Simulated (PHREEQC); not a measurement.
Make-up at 20 °C: 1.5 mmol/kgw H2SO4 and 0.1 mmol/kgw CaCl2. Closed to the air; pH follows from the charge balance.

Computed with PHREEQC (ion-association model, wateq4f.dat).

```tsv
quantity	before	after
pH	2.59	2.92
ionic strength (mol/kgw)	0.00429	0.00451
SO4-2 (mol/kgw)	0.00126	0.00137
HSO4- (mol/kgw)	0.000232	0.000117
Ca+2 (mol/kgw)	8.77e-5	8.70e-5
CaSO4 (mol/kgw)	1.21e-5	1.29e-5
SI of Gypsum (CaSO4:2H2O)	-2.62	-2.59
SI of Portlandite (Ca(OH)2)	-22.19	-21.53
```

Problem. Name the change that produced these shifts.
A. temperature from 20 to 75 °C
B. H2SO4 replaced by Ag2SO4 at the same molality
C. CaCl2 from 0.0001 to 0.0005 mol/kgw
D. 0.0016 mol/kgw TMAH added

Solution. D, 0.0016 mol/kgw TMAH added

This is a speciation only: nothing precipitates in the calculation. (CH3)4N+ isn't in the database: it is added as a free cation with an ion size of 4 Å.
